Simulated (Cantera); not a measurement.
A closed system holds: 1 mol Al₂O₃, 0.011 mol H₂O, 0.12 mol O₂, 1.6 mol I₂, at 552 °C and 130000 Pa.

Method: chemical equilibrium by Gibbs-energy minimisation in Cantera with the NASA 1993 tables (ideal gas, pure condensed phases). Candidate condensed phases: Al, AlI₃, Al₂O₃, H₂O, I₂; 25 gas species. Kinetics and transport are ignored.

Base state: I₂ 0.918, O₂ 0.0691, I 0.00658, H₂O 0.00633 (mole fractions); condensed: Al₂O₃(s).

Task: What changes in the equilibrium state with this change: temperature from 552 °C to 1202 °C?

Result: 
```csv
species,before,after
I,0.00658,0.584
I₂,0.918,0.362
O₂,0.0691,0.0492
HI,3.55e-7,0.000375
H₂O,0.00633,0.00431
"Al₂O₃(s), mol",1.00,1.00
```
